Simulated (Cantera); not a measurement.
Feed: 1 mol C2H4, a varied amount of H2, 4 mol N2, at 2500 K and 1.00 Torr.

Equilibrium computed with Cantera from the NASA thermochemical tables; the gas is ideal and each condensed phase is pure. Candidate condensed phases: C, C6H6, C7H8, C8H18; 92 gas species. Rates play no part.

Problem. Which condensed phases are stable at each of these points (n(H2) (mol)): 12, 15, 19, 24, 30, 38, 48, 61, 77, 98?

Solution. 
| n(H2) (mol) | condensed phases | C condensed (%) |
|---|---|---|
| 12 | C(graphite) | 64.0 |
| 15 | C(graphite) | 59.0 |
| 19 | C(graphite) | 52.6 |
| 24 | C(graphite) | 45.1 |
| 30 | C(graphite) | 36.4 |
| 38 | C(graphite) | 25.4 |
| 48 | C(graphite) | 12.2 |
| 61 | gas only | 0.0 |
| 77 | gas only | 0.0 |
| 98 | gas only | 0.0 |

From 12 mol H2 to 48 mol H2 the condensed part is C(graphite). From 61 mol H2 to 98 mol H2 nothing is condensed.
